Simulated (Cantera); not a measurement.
Input (Python, Cantera):

```python
import numpy as np
import cantera as ct

gas = ct.Solution("SiF4_NH3_mec.yaml", "gas")
gas.TPX = 2250, 100000, {'NH3': 1, 'N2': 0.41}
reactor = ct.IdealGasConstPressureReactor(gas, energy="off", clone=False)
net = ct.ReactorNet([reactor])
net.rtol, net.atol = 1e-08, 1e-18
show = ['NH3', 'H2', 'N2H4', 'N2H2', 'H']
times = np.geomspace(0.0001, 1, 13)

steps = ct.SolutionArray(gas, extra=["t"])
rows = []
print(f"{'t/s':>10s}{'T/K':>9s}{'P/Pa':>11s}" + "".join(f"{s:>11s}" for s in show))
for t in times:
    while net.time < t:
        t_next = net.step()
        steps.append(gas.state, t=t_next)
    rows.append([np.interp(t, steps.t, y) for y in (steps.T, steps.P, *steps(*show).X.T)])
    print(f"{t:10.3e}{rows[-1][0]:9.1f}{rows[-1][1]:11.4g}" + "".join(f"{x:11.3e}" for x in rows[-1][2:]))
rate = np.gradient(steps.T, steps.t)
print("integrator steps:", len(steps.t))
if steps.T.max() > steps.T[0] + 200:
    print(f"time of steepest temperature rise: {steps.t[rate.argmax()]:.4e} s")
gas.TPX = 2250, 100000, {'NH3': 1, 'N2': 0.41}
gas.equilibrate("TP")
print(f"equilibrium (TP): T = {gas.T:.1f} K  " + "  ".join(f"{s} {gas[s].X[0]:.3e}" for s in show))
```

Output:

```
       t/s      T/K       P/Pa        NH3         H2       N2H4       N2H2          H
 1.000e-04   2250.0      1e+05  6.823e-01  2.102e-02  1.023e-06  1.615e-05  4.359e-05
 2.154e-04   2250.0      1e+05  6.517e-01  4.811e-02  8.473e-07  1.480e-05  8.550e-05
 4.642e-04   2250.0      1e+05  5.920e-01  1.007e-01  6.422e-07  1.256e-05  1.635e-04
 1.000e-03   2250.0      1e+05  4.871e-01  1.930e-01  4.342e-07  9.352e-06  3.065e-04
 2.154e-03   2250.0      1e+05  3.328e-01  3.286e-01  2.388e-07  5.591e-06  5.607e-04
 4.642e-03   2250.0      1e+05  1.630e-01  4.778e-01  8.714e-08  2.341e-06  1.001e-03
 1.000e-02   2250.0      1e+05  4.294e-02  5.829e-01  1.401e-08  5.158e-07  1.854e-03
 2.154e-02   2250.0      1e+05  2.902e-03  6.162e-01  3.251e-10  2.332e-08  4.418e-03
 4.642e-02   2250.0      1e+05  2.266e-04  6.175e-01  3.463e-12  3.142e-10  5.848e-03
 1.000e-01   2250.0      1e+05  6.803e-05  6.176e-01  3.146e-13  3.113e-11  5.873e-03
 2.154e-01   2250.0      1e+05  2.723e-05  6.176e-01  5.045e-14  7.273e-12  5.875e-03
 4.642e-01   2250.0      1e+05  1.224e-05  6.176e-01  1.020e-14  3.637e-12  5.875e-03
 1.000e+00   2250.0      1e+05  6.342e-06  6.176e-01  2.741e-15  2.964e-12  5.875e-03
integrator steps: 1703
equilibrium (TP): T = 2250.0 K  NH3 4.146e-06  H2 6.176e-01  N2H4 1.174e-15  N2H2 2.822e-12  H 5.875e-03
```

Model: the gas-phase N/H chemistry of the illustrative SiF4/NH3 mechanism in the Surface Chemkin manual (1991), integrated in Cantera. Walls and surfaces, which speed up NH3 decomposition in real reactors, are not modelled.
